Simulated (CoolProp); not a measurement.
Values from CoolProp's reference Helmholtz-energy equation of state, Penoncello 2003.

**Question.** Give the vapour pressure (MPa), enthalpy of vaporisation (kJ/kg), surface tension (mN/m) of saturated CHF3 (R23) at 164.3, 190.2, 242.1 K.

**Answer.** 
| T (K) | p (MPa) | enthalpy of vaporisation (kJ/kg) | surface tension (mN/m) |
|---|---|---|---|
| 164.3 | 0.0159 | 260 | 22.0 |
| 190.2 | 0.0960 | 240 | 17.0 |
| 242.1 | 0.972 | 188 | 7.61 |

Surface tension comes from a separate correlation (Mulero 2012).
